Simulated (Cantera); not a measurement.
Input: 1 mol n-butane, 0.73 mol O2, 23 mol H2, 0.22 mol CO2, equilibrated at 2200 K and 8100 Pa.

These are equilibrium values from Cantera (NASA tables, ideal gas, pure condensed phases), not measurements of a reactor. The numbers say what is thermodynamically allowed, not how fast it happens.

| species | before | after |
|---|---|---|
| H2 | 0.916 | 0.743 |
| CH4 | 1.79e-5 | 0.177 |
| H2O | 2.66e-7 | 0.0796 |
| H | 0.0189 | <1e-9 |
| CO | 0.0629 | 6.96e-5 |
| C2H2 (acetylene) | 0.00235 | <1e-9 |
| CO2 | 3.46e-9 | 0.000119 |
| C(graphite), mol | 2.18 | 0 |
Gas species are given as mole fractions.

Task: Which change was made?
A) temperature from 2200 K to 1623 K
B) pressure from 8100 Pa to 1330 Pa
C) temperature from 2200 K to 648 K
D) temperature from 2200 K to 2873.15 K

Result: C, temperature from 2200 K to 648 K
